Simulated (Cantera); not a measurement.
Input (Python, Cantera) and output of one run.

```python
import numpy as np
import cantera as ct

gas_names = [...]  # 109 gases of nasa_gas.yaml made of C, Cl, H, Si
cond_names = """
    C(gr) C6H6(L) C7H8(L) C8H18(L),n-octa Si(cr) Si(L) SiC(b)
""".split()


# ... load() reads the species with a 1 bar reference pressure and builds the phases ...
atoms = {
    '(CH3)2SiCl2': {'C': 2, 'H': 6, 'Si': 1, 'CL': 2},
    'H2': {'H': 2},
}
top_T = {'C(gr)': 4500, 'SiC(b)': 3050}  # K; cautious upper limits of use, not melting points


# ... equilibrate(T, P, feed) seeds the gas with the atoms and calls Mixture.equilibrate('TP', solver="vcs", rtol=1e-11, max_steps=5000) ...
results = []
feed = {'(CH3)2SiCl2': 1, 'H2': 6.5}  # mol
P = 1700  # Pa
for T in [1548, 1648, 1748, 1848, 1948, 2048, 2148, 2248, 2348, 2448, 2548]:
    mix = equilibrate(T, P, feed)
    results.append((T, P, feed, dict(zip(mix.species_names, mix.species_moles))))

top = {s: max(r[3][s] / sum(r[3][g] for g in gas_names) for r in results) for s in gas_names}
cols = sorted((s for s in top if top[s] > 1e-05), key=lambda s: -top[s])[:6]
seen = [c for c in cond_names if any(r[3].get(c, 0) > 1e-12 for r in results)]
print("log10 of partial pressures in bar; condensed amounts in mol")
print(f"{'T/K':>10s}" + "".join(f"{s[:9]:>10s}" for s in cols + seen))
for T, P, feed, n in results:
    ng = sum(n[g] for g in gas_names)
    print(f"{T:10.4g}" + "".join(f"{np.log10(max(n[s] / ng * P / 1e5, 1e-99)):10.3f}" for s in cols)
          + "".join(f"{n.get(c, 0):10.4g}" for c in seen))
```

Output:

```
log10 of partial pressures in bar; condensed amounts in mol
       T/K        H2       HCL         H        Si        CL      SiC2     C(gr)    SiC(b)
      1548    -1.861    -2.496    -5.442    -9.556    -6.175   -12.141     1.014    0.9859
      1648    -1.861    -2.499    -4.981    -8.498    -5.725   -10.757     1.019    0.9797
      1748    -1.861    -2.503    -4.571    -7.562    -5.327    -9.534     1.026    0.9717
      1848    -1.861    -2.509    -4.206    -6.728    -4.973    -8.446     1.034     0.962
      1948    -1.863    -2.517    -3.878    -5.981    -4.657    -7.472     1.041    0.9501
      2048    -1.866    -2.527    -3.583    -5.307    -4.375    -6.596     1.047    0.9344
      2148    -1.873    -2.542    -3.316    -4.698    -4.122    -5.803     1.057    0.9076
      2248    -1.885    -2.565    -3.076    -4.143    -3.897    -5.083     1.085    0.8452
      2348    -1.908    -2.600    -2.862    -3.636    -3.699    -4.425     1.176     0.669
      2448    -1.952    -2.660    -2.677    -3.171    -3.534    -3.824      1.46    0.1277
      2548    -1.999    -2.692    -2.509    -3.088    -3.354    -3.615     1.385         0
```

Cantera equilibrium calculation (NASA polynomials, part measured and part estimated; ideal gas, pure solids and liquids). The feed counts by its element totals alone. The tables' values for SiCl, SiCl3 are old estimates; treat these amounts as uncertain. Gases not in the tables: Si2H6 and higher silanes.
